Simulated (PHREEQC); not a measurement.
Solution (20 °C): 48 mmol/kgw HF, 0.086 mmol/kgw KF, 0.43 mmol/kgw H2SiF6 and 120 mmol/kgw HCl. Closed to the air; pH follows from the charge balance.

All values are PHREEQC results (ion-association model, phreeqc.dat), not measurements.

Each row changes one thing in this solution. Precipitation was switched off in this run.

```
case                                              pH  ionic strength (mol/kgw)  F- (mol/kgw)  HF2- (mol/kgw)  SI of Sylvite (KCl)
----------------------------------------------  ----  ------------------------  ------------  --------------  -------------------
as made                                         1.00                     0.122      0.000479         8.33e-5                -6.11
HCl from 0.12 to 0.18 mol/kgw                   0.84                     0.182      0.000347         6.04e-5                -5.97
KF from 8.6e-05 to 0.000129 mol/kgw             1.00                     0.122      0.000479         8.34e-5                -5.93
0.11 mol/kgw NaCl added                         1.02                     0.232      0.000542         9.35e-5                    …
H2SiF6 from 0.00043 to 0.00086 mol/kgw          1.00                     0.123      0.000476               …                -6.11
H2SiF6 replaced by K2SiO3 at the same molality  1.01                     0.122      0.000456         7.51e-5                -5.07
H2SiF6 left out                                 1.01                     0.121      0.000481         8.37e-5                -6.11
```

Q: Fill in the missing entries.

A: 
- 0.11 mol/kgw NaCl added, SI of Sylvite (KCl): -5.88
- H2SiF6 from 0.00043 to 0.00086 mol/kgw, HF2- (mol/kgw): 8.28e-5

SiF6-2 is the database's only silicon fluoride.
